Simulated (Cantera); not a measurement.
## Hydrocarbon pyrolysis for carbon deposition

An isothermal, constant-pressure homogeneous reactor starts with 24.4 % C2H6, 75.6 % H2, at 1725 K and 0.720 bar.

Detailed kinetics in Cantera: GRI-Mech 3.0 (53 species, 325 reactions). GRI-Mech 3.0 stops at C3 and has no aromatics, soot or wall deposition, so with more carbon than oxygen in the feed, carbon stays in small species such as C2H2 where larger ones or solid carbon would form.

```tsv
t (s)	x C2H6	x H2	x C2H2	x CH2	x CH3
3.00e-5	0.0109	0.705	0.0258	3.68e-6	0.00497
9.53e-5	0.000822	0.712	0.0510	5.09e-7	0.00143
0.000302	0.000142	0.719	0.0729	1.41e-7	0.000701
0.000960	0.000107	0.728	0.0981	1.28e-7	0.000658
0.00305	9.28e-5	0.738	0.111	1.25e-7	0.000629
0.00968	6.61e-5	0.754	0.120	1.09e-7	0.000533
0.0307	3.03e-5	0.782	0.134	7.87e-8	0.000360
0.0976	9.20e-6	0.809	0.148	4.49e-8	0.000187
0.310	4.45e-6	0.820	0.153	2.88e-8	0.000113
0.984	4.18e-6	0.821	0.154	2.74e-8	0.000107
3.12	4.18e-6	0.821	0.154	2.74e-8	0.000107
9.92	4.18e-6	0.821	0.154	2.74e-8	0.000107
31.5	4.18e-6	0.821	0.154	2.74e-8	0.000107
100	4.18e-6	0.821	0.154	2.74e-8	0.000107
```
x: mole fraction; the columns are a selection and need not sum to one.

Equilibrium at this temperature and pressure: C2H6 4.18e-6, H2 0.821, C2H2 0.154, CH2 2.74e-8, CH3 0.000107 (gas phase only).
